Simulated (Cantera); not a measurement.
What does this Cantera script print?

```python
import numpy as np
import cantera as ct

gas_names = """
    B BH BH2 BH3 BO BO2 B2 B2O B2O2 B2O3 B3O3H3 H HBO HBO2 HO2 H2 H2O H2O2 H3B3O6 O OH O2 O3
""".split()
cond_names = """
    B(b) B(L) B2O3(L) B3O3H3(cr) H2O(s) H2O(L)
""".split()


# ... load() reads the species with a 1 bar reference pressure and builds the phases ...
atoms = {
    'B2H6': {'B': 2, 'H': 6},
    'O2': {'O': 2},
}
top_T = {}  # K; cautious upper limits of use, not melting points


# ... equilibrate(T, P, feed) seeds the gas with the atoms and calls Mixture.equilibrate('TP', solver="vcs", rtol=1e-11, max_steps=5000) ...
results = []
feed = {'B2H6': 1, 'O2': 0.073}  # mol
P = 15  # Pa
for T in [1373, 1423, 1473, 1523, 1573, 1623, 1673, 1723, 1773, 1823, 1873]:
    mix = equilibrate(T, P, feed)
    results.append((T, P, feed, dict(zip(mix.species_names, mix.species_moles))))
    x = sorted(zip(gas.X, gas.species_names), reverse=True)
    print(f"T = {T:g} K  P = {P:g} Pa  gas = {mix.phase_moles(0):.4g} mol")
    print("   x: " + "  ".join(f"{s} {v:.3e}" for v, s in x if v > 0.001))
    print("   condensed (mol): " + ("  ".join(f"{mix.phase(i).name} {mix.phase_moles(i):.4g}"
          for i in range(1, mix.n_phases) if mix.phase_moles(i) > 1e-12) or "none"))
```

Output:

```
T = 1373 K  P = 15 Pa  gas = 3.072 mol
   x: H2 9.624e-01  HBO 2.758e-02  B2O2 8.585e-03
   condensed (mol): B(b) 1.857
T = 1423 K  P = 15 Pa  gas = 3.074 mol
   x: H2 9.611e-01  HBO 2.912e-02  B2O2 8.194e-03
   condensed (mol): B(b) 1.856
T = 1473 K  P = 15 Pa  gas = 3.075 mol
   x: H2 9.598e-01  HBO 3.031e-02  B2O2 7.685e-03  H 1.012e-03
   condensed (mol): B(b) 1.855
T = 1523 K  P = 15 Pa  gas = 3.078 mol
   x: H2 9.582e-01  HBO 3.115e-02  B2O2 7.098e-03  H 1.847e-03  BO 1.515e-03
   condensed (mol): B(b) 1.855
T = 1573 K  P = 15 Pa  gas = 3.082 mol
   x: H2 9.560e-01  HBO 3.160e-02  B2O2 6.447e-03  H 3.246e-03  BO 2.525e-03
   condensed (mol): B(b) 1.854
T = 1623 K  P = 15 Pa  gas = 3.088 mol
   x: H2 9.530e-01  HBO 3.157e-02  B2O2 5.732e-03  H 5.509e-03  BO 4.019e-03
   condensed (mol): B(b) 1.854
T = 1673 K  P = 15 Pa  gas = 3.096 mol
   x: H2 9.488e-01  HBO 3.096e-02  H 9.057e-03  BO 6.111e-03  B2O2 4.955e-03
   condensed (mol): B(b) 1.854
T = 1723 K  P = 15 Pa  gas = 3.109 mol
   x: H2 9.427e-01  HBO 2.970e-02  H 1.446e-02  BO 8.863e-03  B2O2 4.130e-03
   condensed (mol): B(b) 1.854
T = 1773 K  P = 15 Pa  gas = 3.127 mol
   x: H2 9.341e-01  HBO 2.772e-02  H 2.245e-02  BO 1.224e-02  B2O2 3.292e-03
   condensed (mol): B(b) 1.853
T = 1823 K  P = 15 Pa  gas = 3.152 mol
   x: H2 9.220e-01  H 3.397e-02  HBO 2.510e-02  BO 1.607e-02  B2O2 2.490e-03
   condensed (mol): B(b) 1.853
T = 1873 K  P = 15 Pa  gas = 3.185 mol
   x: H2 9.055e-01  H 5.015e-02  HBO 2.199e-02  BO 2.006e-02  B2O2 1.782e-03
   condensed (mol): B(b) 1.852
```

Cantera equilibrium calculation (NASA polynomials, part measured and part estimated; ideal gas, pure solids and liquids). The feed counts by its element totals alone. The tables' values for BH2 are old estimates; treat these amounts as uncertain.
